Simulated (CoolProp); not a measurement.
Dimethyl carbonate along the isobar 839 kPa: fugacity coefficient from the reference equation and from simpler models built on Tc = 557.0 K, pc = 4909 kPa, ω = 0.346; each cubic takes its own stable root.

Computed with CoolProp (reference Helmholtz-energy equation of state, Zhou 2011).

```tsv
T (K)	phase	reference	van der Waals	Redlich-Kwong
354.2	liquid	0.08976	0.6416	0.2107
374.9	liquid	0.1699	0.8418	0.3476
395.6	liquid	0.2952	0.8870	0.5340
416.4	liquid	0.4780	0.8996	0.7745
437.1	liquid	0.7261	0.9103	0.8859
457.8	gas	0.8903	0.9194	0.8997
478.5	gas	0.9049	0.9274	0.9113
499.2	gas	0.9171	0.9343	0.9213
519.9	gas	0.9272	0.9403	0.9298
```

At some of these states van der Waals, Redlich-Kwong gives the other phase, because its saturation line lies elsewhere.
